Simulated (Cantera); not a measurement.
Charge: 1 mol MgO, 7.7 mol C, 1.1 mol H2, equilibrated at 0.100 bar.

Method: chemical equilibrium by Gibbs-energy minimisation in Cantera with the NASA 1993 tables (ideal gas, pure condensed phases). Candidate condensed phases: C, C6H6, C7H8, C8H18, H2O, Mg, MgCO3, MgO, Mg(OH)2; 116 gas species. The tables' values for MgH are old estimates; treat these amounts as uncertain. The numbers say what is thermodynamically allowed, not how fast it happens. All values below are at 1327 °C.

Base state: H2 0.928, CO 0.0360, Mg 0.0359, H 0.000166, CH4 0.000140, MgH 0.000125, C2H2 (acetylene) 2.55e-5 (mole fractions); condensed: C(graphite) + MgO(s).

Question: What changes in the equilibrium state with this change: pressure from 0.100 bar to 0.00820 bar?

Answer: 
```json
[
 {"species": "H2", "before": "0.928", "after": "0.355"},
 {"species": "CO", "before": "0.0360", "after": "0.323"},
 {"species": "Mg", "before": "0.0359", "after": "0.322"},
 {"species": "CH4", "before": "0.000140", "after": "1.68e-6"},
 {"species": "C2H2 (acetylene)", "before": "2.55e-5", "after": "9.75e-6"},
 {"species": "H", "before": "0.000166", "after": "0.000357"},
 {"species": "MgH", "before": "0.000125", "after": "0.000199"},
 {"species": "C(graphite), mol", "before": "7.66", "after": "6.70"},
 {"species": "MgO(s), mol", "before": "0.957", "after": "0"}
]
```

Question: What changes in the equilibrium state with this change: pressure from 0.100 bar to 1.10 bar?

Answer: 
| species | before | after |
|---|---|---|
| H2 | 0.928 | 0.992 |
| CO | 0.0360 | 0.00329 |
| Mg | 0.0359 | 0.00325 |
| CH4 | 0.000140 | 0.00177 |
| MgH | 0.000125 | 3.89e-5 |
| H | 0.000166 | 5.16e-5 |
| C(graphite), mol | 7.66 | 7.69 |
| MgO(s), mol | 0.957 | 0.996 |
